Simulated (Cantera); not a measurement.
A closed system holds: 1 mol CH2F2, 4.5 mol H2, at 0.100 bar.

Cantera equilibrium calculation (NASA polynomials, part measured and part estimated; ideal gas, pure solids and liquids). Candidate condensed phases: C, C6H6, C7H8, C8H18; 110 gas species. Ions and electrons are included (thermal ionisation). Equilibrium is a limit: real reactors are often held back by kinetics, nucleation or transport.

### Question
Which condensed phases are stable at each of these points (T (K)): 3000, 3250, 3500, 3750, 4000, 4250, 4500, 4750, 5000?

### Answer
```csv
T (K),condensed phases,C condensed (%)
3000,C(graphite),45.7
3250,gas only,0.0
3500,gas only,0.0
3750,gas only,0.0
4000,gas only,0.0
4250,gas only,0.0
4500,gas only,0.0
4750,gas only,0.0
5000,gas only,0.0
```

At 3000 K the condensed part is C(graphite). From 3250 K to 5000 K nothing is condensed.
